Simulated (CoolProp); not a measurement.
Vapour pressure (MPa) of propylene: the reference equation beside estimates from Tc = 364.2 K, pc = 4.555 MPa, ω = 0.146. Clausius-Clapeyron is anchored at 249.5 K with a constant enthalpy of vaporisation of 17.27 kJ/mol.

Model: reference Helmholtz-energy equation of state, Lemmon 2013, in CoolProp.

| T (K) | reference | Lee-Kesler | Clausius-Clapeyron | van der Waals | Redlich-Kwong | Soave-Redlich-Kwong | Peng-Robinson |
|---|---|---|---|---|---|---|---|
| 214.3 | 0.05897 | 0.05800 | 0.06833 | 0.3532 | 0.07575 | 0.05823 | 0.05976 |
| 226.1 | 0.1040 | 0.1029 | 0.1133 | 0.4804 | 0.1322 | 0.1030 | 0.1046 |
| 237.8 | 0.1714 | 0.1705 | 0.1781 | 0.6339 | 0.2150 | 0.1705 | 0.1717 |
| 249.5 | 0.2683 | 0.2679 | 0.2683 | 0.8171 | 0.3310 | 0.2678 | 0.2680 |
| 261.3 | 0.4031 | 0.4037 | 0.3907 | 1.034 | 0.4886 | 0.4038 | 0.4022 |
| 273 | 0.5815 | 0.5833 | 0.5493 | 1.283 | 0.6917 | 0.5844 | 0.5801 |
| 284.7 | 0.8125 | 0.8154 | 0.7510 | 1.568 | 0.9479 | 0.8191 | 0.8112 |
| 296.4 | 1.105 | 1.108 | 1.002 | 1.889 | 1.264 | 1.117 | 1.105 |
| 308.2 | 1.471 | 1.474 | 1.310 | 2.253 | 1.648 | 1.490 | 1.473 |

Absolute difference from the reference over all 9 rows, mean and median: Lee-Kesler 0.5 and 0.3 %, Clausius-Clapeyron 7.2 and 7.6 %, van der Waals 203.3 and 156.5 %, Redlich-Kwong 20.8 and 21.2 %, Soave-Redlich-Kwong 0.8 and 0.8 %, Peng-Robinson 0.3 and 0.2 %.
